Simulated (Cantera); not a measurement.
A Cantera script and what it prints.

```python
import numpy as np
import cantera as ct

gas_names = """
    CL CL2 H HCL H2 Si SiCL SiCL2 SiCL3 SiCL4 SiH SiHCL3 SiH2 SiH2CL2 SiH3 SiH3CL SiH4 Si2 Si3
""".split()
cond_names = """
    Si(cr) Si(L)
""".split()


# ... load() reads the species with a 1 bar reference pressure and builds the phases ...
atoms = {
    'SiCl4': {'Si': 1, 'CL': 4},
    'HCl': {'H': 1, 'CL': 1},
    'H2': {'H': 2},
    'Cl2': {'CL': 2},
}
top_T = {}  # K; cautious upper limits of use, not melting points


# ... equilibrate(T, P, feed) seeds the gas with the atoms and calls Mixture.equilibrate('TP', solver="vcs", rtol=1e-11, max_steps=5000) ...
results = []
feed = {'SiCl4': 1, 'HCl': 4.1, 'H2': 0.46, 'Cl2': 0.81}  # mol
T = 600  # K
P = 100000  # Pa
mix = equilibrate(T, P, feed)
results.append((T, P, feed, dict(zip(mix.species_names, mix.species_moles))))
x = sorted(zip(gas.X, gas.species_names), reverse=True)
print(f"T = {T:g} K  P = {P:g} Pa  gas = {mix.phase_moles(0):.4g} mol")
print("   x: " + "  ".join(f"{s} {v:.3e}" for v, s in x if v > 1e-05))
print("   condensed (mol): " + ("  ".join(f"{mix.phase(i).name} {mix.phase_moles(i):.4g}"
      for i in range(1, mix.n_phases) if mix.phase_moles(i) > 1e-12) or "none"))
```

Output:

```
T = 600 K  P = 100000 Pa  gas = 6.37 mol
   x: HCL 7.881e-01  SiCL4 1.570e-01  CL2 5.495e-02
   condensed (mol): none
```

Cantera equilibrium calculation (NASA polynomials, part measured and part estimated; ideal gas, pure solids and liquids).
